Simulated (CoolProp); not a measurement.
Isobutene along the isotherm 185.05 °C: density (kg/m³) from the reference equation and from simpler models built on Tc = 144.9 °C, pc = 4.016 MPa, ω = 0.193; each cubic takes its own stable root.

Values from CoolProp's reference Helmholtz-energy equation of state, Lemmon 2005. It is a short technical equation, of lower accuracy than the large ones.

```
p (MPa)          phase  reference
-------  -------------  ---------
1.43               gas      23.32
2.87               gas      53.40
4.3      supercritical      95.68
5.74     supercritical      165.8
7.17     supercritical      263.0
8.61     supercritical      320.9
10       supercritical      352.0
11.5     supercritical      374.5
12.9     supercritical      390.4
14.3     supercritical      403.2
15.8     supercritical      414.7
17.2     supercritical      424.0
18.6     supercritical      432.2
20.1     supercritical      440.1
```

### Question
How far does each simpler model (van der Waals, Redlich-Kwong, Soave-Redlich-Kwong) lie from the reference over these 14 states: mean and median of the absolute difference, and the worst?

### Answer
- van der Waals: mean 15.4 %, median 20.3 %, worst -23.0 % at 185.05 °C and 20.1 MPa
- Redlich-Kwong: mean 5.4 %, median 6.2 %, worst -9.0 % at 185.05 °C and 10 MPa
- Soave-Redlich-Kwong: mean 8.1 %, median 8.7 %, worst -13.8 % at 185.05 °C and 8.61 MPa
